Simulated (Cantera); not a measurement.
## Equilibrium for roasting and sulfation: CaO + H₂S + CO₂

Input: 1 mol CaO, 0.063 mol H₂S, 0.44 mol CO₂, equilibrated at 40.5 Torr.

Cantera equilibrium calculation (NASA polynomials, part measured and part estimated; ideal gas, pure solids and liquids). Candidate condensed phases: C, C₆H₆, C₇H₈, C₈H₁₈, Ca, CaCO₃, CaO, Ca(OH)₂, CaS, CaSO₄, H₂O, H₂SO₄, S; 129 gas species. Mutual solubility and eutectic melting of coexisting phases are not modelled. Gases not in the tables: S₃ to S₇. Rates play no part.

| T (K) | log p CO₂ | log p CO | log p H₂O | log p SO₂ | log p H₂ | n CaO(s) | n CaS(s) |
|---|---|---|---|---|---|---|---|
| 1000 | -1.33 | -3.61 | -2.17 | -4.00 | -4.30 | 0.938 | 0.0620 |
| 1050 | -1.33 | -3.36 | -2.18 | -3.78 | -4.14 | 0.939 | 0.0613 |
| 1100 | -1.33 | -3.14 | -2.18 | -3.57 | -4.00 | 0.940 | 0.0603 |
| 1150 | -1.34 | -2.95 | -2.18 | -3.38 | -3.86 | 0.941 | 0.0588 |
| 1200 | -1.35 | -2.77 | -2.19 | -3.21 | -3.75 | 0.943 | 0.0567 |
| 1250 | -1.36 | -2.60 | -2.19 | -3.05 | -3.64 | 0.946 | 0.0539 |
| 1300 | -1.37 | -2.46 | -2.20 | -2.91 | -3.53 | 0.950 | 0.0501 |
| 1350 | -1.39 | -2.33 | -2.21 | -2.79 | -3.44 | 0.955 | 0.0452 |
| 1400 | -1.41 | -2.21 | -2.22 | -2.68 | -3.36 | 0.961 | 0.0391 |
| 1450 | -1.43 | -2.10 | -2.23 | -2.58 | -3.28 | 0.968 | 0.0315 |
| 1500 | -1.47 | -2.01 | -2.25 | -2.49 | -3.20 | 0.977 | 0.0225 |
log p: log10 of the partial pressure in bar; n: condensed amount in mol.

From 1000 K to 1500 K the condensed part is CaO(s) + CaS(s).
